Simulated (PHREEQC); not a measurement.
PHREEQC input (ion-association model, wateq4f.dat):

```
SOLUTION_MASTER_SPECIES
  An  An-  0  An  62.0  # stands for a non-complexing anion
SOLUTION_SPECIES
  An- = An-
    -log_k 0
    -gamma 3.0 0
  PO4-3 + 3H+ = H3PO4  # constants of phreeqc.dat
    -log_k 21.721
    -delta_h -10.1 kJ
PHASES
  Fix_H+
    H+ = H+
    -log_k 0
SOLUTION 1
  temp 25
  units mmol/kgw
  pH 7 charge
  S(6) 0.21
  Na 100.425
  P 0.0047
  An 100
END
SELECTED_OUTPUT 1
  -reset false
  -pH true
  -pe true
  -ionic_strength true
  -water true
  -totals Na P S S(-2) S(6)
  -molalities Hfo_wOH Hfo_wOH2+ Hfo_wO- Hfo_sOH Hfo_sOH2+ Hfo_sO- Hfo_wSO4- Hfo_wOHSO4-2 Hfo_wH2PO4 Hfo_wHPO4-
    Hfo_wPO4-2
  -saturation_indices Mirabilite
USER_PUNCH 1
  -headings sigma psi
  10 PUNCH EDL("sigma", "Hfo"), EDL("psi", "Hfo")
PRINT
  -reset false
USE solution 1
SURFACE 1
  Hfo_wOH 0.000853933 600 0.38
  Hfo_sOH 2.13483e-05
EQUILIBRIUM_PHASES 1
  Fix_H+ -4 HAn 10
    -force_equality true
  O2(g) -0.68 10
END
# ... the last block is repeated for the other 16 points of pH, with NaOH or the acid as the point needs
```

Selected output (columns that matter, 15 of 17 rows; pH added in front):

```
pH	mu	Na	P	S	m_Hfo_wOH	m_Hfo_wOH2+	m_Hfo_wO-	m_Hfo_sOH	m_Hfo_sOH2+	m_Hfo_sO-	m_Hfo_wSO4-	si_Mirabilite	sigma	psi
4	0.10079	0.10042	1.3938e-09	2.5104e-05	3.3763e-05	0.00063053	4.1417e-08	1.085e-06	2.0262e-05	1.3309e-09	0.0001671	-6.2164	0.18846	0.11942
4.38	0.1007	0.10042	1.0476e-09	3.1635e-05	6.6075e-05	0.00060463	1.6542e-07	2.1026e-06	1.924e-05	5.264e-09	0.00014652	-6.1148	0.17347	0.11527
4.75	0.10066	0.10042	8.3363e-10	4.3188e-05	0.00011543	0.00056645	5.3891e-07	3.6112e-06	1.772e-05	1.6859e-08	0.00011871	-5.9791	0.15423	0.10939
5.12	0.10063	0.10042	7.1411e-10	6.1623e-05	0.00018448	0.00051487	1.5142e-06	5.6192e-06	1.5683e-05	4.6123e-08	8.6646e-05	-5.8245	0.13291	0.102
5.88	0.10062	0.10042	6.5802e-10	0.00011991	0.00037879	0.0003715	8.8478e-06	1.0652e-05	1.0447e-05	2.4881e-07	2.9759e-05	-5.5353	0.091622	0.083909
6.25	0.10062	0.10042	7.4514e-10	0.00015172	0.00047847	0.00029469	1.7797e-05	1.2914e-05	7.9538e-06	4.8035e-07	1.3783e-05	-5.4332	0.074099	0.073974
6.62	0.10062	0.10042	1.0365e-09	0.00017894	0.0005597	0.00022684	3.1636e-05	1.4604e-05	5.9189e-06	8.2547e-07	5.2586e-06	-5.3615	0.057733	0.062837
7	0.10061	0.10042	2.0049e-09	0.00019751	0.00061268	0.0001749	4.9168e-05	1.5632e-05	4.4623e-06	1.2544e-06	1.5677e-06	-5.3186	0.041509	0.049363
7.38	0.1006	0.10042	5.5228e-09	0.00020616	0.00063828	0.00014086	6.6257e-05	1.6118e-05	3.5571e-06	1.6731e-06	3.8322e-07	-5.3	0.026012	0.033495
7.75	0.10058	0.10042	1.8923e-08	0.00020897	0.0006484	0.00011867	8.116e-05	1.6319e-05	2.9867e-06	2.0427e-06	8.6587e-08	-5.2941	0.012091	0.016416
8.12	0.10057	0.10042	7.283e-08	0.00020974	0.00065169	0.00010167	9.5692e-05	1.6386e-05	2.5564e-06	2.4061e-06	1.8647e-08	-5.2925	-0.00099223	-0.0013702
8.88	0.10061	0.1005	1.0179e-06	0.00020998	0.00064531	7.1497e-05	0.00013343	1.6203e-05	1.7952e-06	3.3502e-06	7.8591e-10	-5.2914	-0.029668	-0.037536
9.25	0.10065	0.10056	2.4205e-06	0.00021	0.00063351	5.7089e-05	0.00016105	1.588e-05	1.4311e-06	4.037e-06	1.7259e-10	-5.291	-0.04686	-0.054116
9.62	0.10071	0.10064	3.7395e-06	0.00021	0.00061189	4.3385e-05	0.0001977	1.5314e-05	1.0858e-06	4.948e-06	3.8543e-11	-5.2905	-0.067697	-0.069844
10	0.10082	0.10078	4.3896e-06	0.00021	0.00057599	3.0791e-05	0.00024683	1.4405e-05	7.7006e-07	6.1731e-06	8.3583e-12	-5.2896	-0.093968	-0.085067
```

H3PO4, which wateq4f.dat lacks, is added to it with the constant of phreeqc.dat.
